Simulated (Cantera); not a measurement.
Equilibrium for carbon deposition, reforming and gasification: acetone + CO2 + N2

Charge: 1 mol acetone, 0.094 mol CO2, 18 mol N2, equilibrated at 170 Pa.

Method: chemical equilibrium by Gibbs-energy minimisation in Cantera with the NASA 1993 tables (ideal gas, pure condensed phases). Candidate condensed phases: C, C6H6, C7H8, C8H18, H2O; 136 gas species. The feed counts by its element totals alone. Rates play no part.

```tsv
T (K)	log p N2	log p H	log p H2	log p CO	log p HCN	log p CN	log p HNC	n C(graphite)
1000	-2.86	-10.46	-3.64	-4.04	-8.53	<-14	-11.36	1.91
1200	-2.86	-8.52	-3.64	-4.04	-7.38	<-14	-9.68	1.91
1400	-2.86	-7.13	-3.64	-4.04	-6.55	-12.56	-8.48	1.90
1600	-2.86	-6.08	-3.64	-4.04	-5.94	-10.52	-7.58	1.89
1800	-2.86	-5.27	-3.65	-4.04	-5.47	-8.94	-6.89	1.86
2000	-2.86	-4.63	-3.67	-4.04	-5.10	-7.68	-6.35	1.79
2200	-2.87	-4.12	-3.75	-4.05	-4.83	-6.66	-5.93	1.68
2400	-2.89	-3.76	-3.93	-4.06	-4.67	-5.81	-5.65	1.53
2600	-2.91	-3.55	-4.27	-4.08	-4.63	-5.09	-5.52	1.26
```
log p: log10 of the partial pressure in bar; n: condensed amount in mol.

From 1000 K to 2600 K the condensed part is C(graphite). The main C-bearing gas is CO throughout.
